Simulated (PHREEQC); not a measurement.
## Spent oxide etchant (model solution)

A solution holds 0.17 mol HF, 0.00017 mol (NH4)2SiF6, 0.0065 mol H3PO4 and 0.00021 mol H2SO4 per kg of water, at 20 °C. Closed to the air; pH follows from the charge balance.

Computed with PHREEQC (ion-association model, phreeqc.dat).

Each row changes one thing in this solution. No solid was allowed to form.

| case | pH | ionic strength (mol/kgw) | F- (mol/kgw) | HF2- (mol/kgw) | SI of Quartz (SiO2) |
|---|---|---|---|---|---|
| as made | 1.84 | 0.0168 | 0.00870 | 0.00485 | -10.26 |
| HF from 0.17 to 0.187 mol/kgw | 1.81 | 0.0178 | 0.00907 | 0.00557 | -10.47 |
| (NH4)2SiF6 from 0.00017 to 0.00085 mol/kgw | 1.84 | 0.0190 | 0.00875 | 0.00488 | -9.57 |
| H2SO4 left out | 1.84 | 0.0165 | 0.00878 | 0.00489 | -10.27 |
| temperature from 20 to 60 °C | 1.97 | 0.0125 | 0.00564 | 0.00388 | -7.70 |
| temperature from 20 to 65 °C | 1.99 | 0.0120 | 0.00533 | 0.00369 | -7.38 |
| temperature from 20 to 70 °C | 2.01 | 0.0115 | 0.00505 | 0.00349 | -7.06 |
| H3PO4 left out | 1.87 | 0.0155 | 0.00935 | 0.00517 | -10.31 |

Constants without temperature data keep their 25 °C values here. SiF6-2 is the database's only silicon fluoride.
